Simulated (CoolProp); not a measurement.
Values from CoolProp's reference Helmholtz-energy equation of state, Lemmon 2006. It is a short technical equation, of lower accuracy than the large ones.

Q: For carbon monoxide, give the phase and the density (kg/m³), cv (kJ/(kg K)) at 142.1 K and 3.5 MPa; 142.1 K and 15.7 MPa.

A: 
- 142.1 K and 3.5 MPa: supercritical; density 127, cv 0.903
- 142.1 K and 15.7 MPa: supercritical; density 578, cv 0.929
